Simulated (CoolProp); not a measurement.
A single-stage vapour-compression cycle with fluoroethane (R161): evaporating at 253.15 K (dew point), condensing at 318.15 K (bubble point), superheat 0 K, subcooling 5 K, compressor efficiency 0.8, no pressure losses. Each further row changes one setting.

Computed with CoolProp (reference Helmholtz-energy equation of state, Wu 2012).

```tsv
case	cooling COP	pressure ratio	discharge temperature (K)	refrigerating effect (kJ/kg)	volumetric capacity (kJ/m³)
as stated	2.38	7.23	360.2	273	1410
evaporating temperature 258.15 K	2.69	5.97	355.8	277	1710
condensing temperature 313.15 K	2.67	6.40	(withheld)	285	1470
subcooling 10 K	(withheld)	7.23	360.2	285	1470
superheat 10 K	2.38	7.23	370.4	285	(withheld)
compressor efficiency 0.7	(withheld)	7.23	369.9	273	1410
```

Question: What belongs in the gaps?

Answer: 
- condensing temperature 313.15 K, discharge temperature (K): 353.2
- subcooling 10 K, cooling COP: 2.49
- superheat 10 K, volumetric capacity (kJ/m³): 1400
- compressor efficiency 0.7, cooling COP: 2.09
